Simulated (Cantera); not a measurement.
What does this Cantera script print?

```python
import numpy as np
import cantera as ct

gas_names = """
    N N2 Pb Pb2
""".split()
cond_names = """
    Pb(cr) Pb(L)
""".split()


# ... load() reads the species with a 1 bar reference pressure and builds the phases ...
atoms = {
    'Pb': {'Pb': 1},
    'N2': {'N': 2},
}
top_T = {}  # K; cautious upper limits of use, not melting points


# ... equilibrate(T, P, feed) seeds the gas with the atoms and calls Mixture.equilibrate('TP', solver="vcs", rtol=1e-11, max_steps=5000) ...
results = []
feed = {'Pb': 1, 'N2': 34}  # mol
for P in [10, 52, 270, 1400, 7200, 37000, 190000, 1000000]:
    for T in [1325, 1350, 1375, 1400, 1425, 1450, 1475, 1500, 1525, 1550, 1575, 1600]:
        mix = equilibrate(T, P, feed)
        results.append((T, P, feed, dict(zip(mix.species_names, mix.species_moles))))

for T, P, feed, n in results:
    print(f"{T:7g} {P:10.4g}  " + (" + ".join(c for c in cond_names if n.get(c, 0) > 1e-12) or "gas only"))
```

Output:

```
   1325         10  gas only
   1350         10  gas only
   1375         10  gas only
   1400         10  gas only
   1425         10  gas only
   1450         10  gas only
   1475         10  gas only
   1500         10  gas only
   1525         10  gas only
   1550         10  gas only
   1575         10  gas only
   1600         10  gas only
   1325         52  gas only
   1350         52  gas only
   1375         52  gas only
   1400         52  gas only
   1425         52  gas only
   1450         52  gas only
   1475         52  gas only
   1500         52  gas only
   1525         52  gas only
   1550         52  gas only
   1575         52  gas only
   1600         52  gas only
   1325        270  gas only
   1350        270  gas only
   1375        270  gas only
   1400        270  gas only
   1425        270  gas only
   1450        270  gas only
   1475        270  gas only
   1500        270  gas only
   1525        270  gas only
   1550        270  gas only
   1575        270  gas only
   1600        270  gas only
   1325       1400  gas only
   1350       1400  gas only
   1375       1400  gas only
   1400       1400  gas only
   1425       1400  gas only
   1450       1400  gas only
   1475       1400  gas only
   1500       1400  gas only
   1525       1400  gas only
   1550       1400  gas only
   1575       1400  gas only
   1600       1400  gas only
   1325       7200  gas only
   1350       7200  gas only
   1375       7200  gas only
   1400       7200  gas only
   1425       7200  gas only
   1450       7200  gas only
   1475       7200  gas only
   1500       7200  gas only
   1525       7200  gas only
   1550       7200  gas only
   1575       7200  gas only
   1600       7200  gas only
   1325    3.7e+04  Pb(L)
   1350    3.7e+04  Pb(L)
   1375    3.7e+04  Pb(L)
   1400    3.7e+04  Pb(L)
   1425    3.7e+04  gas only
   1450    3.7e+04  gas only
   1475    3.7e+04  gas only
   1500    3.7e+04  gas only
   1525    3.7e+04  gas only
   1550    3.7e+04  gas only
   1575    3.7e+04  gas only
   1600    3.7e+04  gas only
   1325    1.9e+05  Pb(L)
   1350    1.9e+05  Pb(L)
   1375    1.9e+05  Pb(L)
   1400    1.9e+05  Pb(L)
   1425    1.9e+05  Pb(L)
   1450    1.9e+05  Pb(L)
   1475    1.9e+05  Pb(L)
   1500    1.9e+05  Pb(L)
   1525    1.9e+05  Pb(L)
   1550    1.9e+05  Pb(L)
   1575    1.9e+05  Pb(L)
   1600    1.9e+05  gas only
   1325      1e+06  Pb(L)
   1350      1e+06  Pb(L)
   1375      1e+06  Pb(L)
   1400      1e+06  Pb(L)
   1425      1e+06  Pb(L)
   1450      1e+06  Pb(L)
   1475      1e+06  Pb(L)
   1500      1e+06  Pb(L)
   1525      1e+06  Pb(L)
   1550      1e+06  Pb(L)
   1575      1e+06  Pb(L)
   1600      1e+06  Pb(L)
```

Method: chemical equilibrium by Gibbs-energy minimisation in Cantera with the NASA 1993 tables (ideal gas, pure condensed phases).
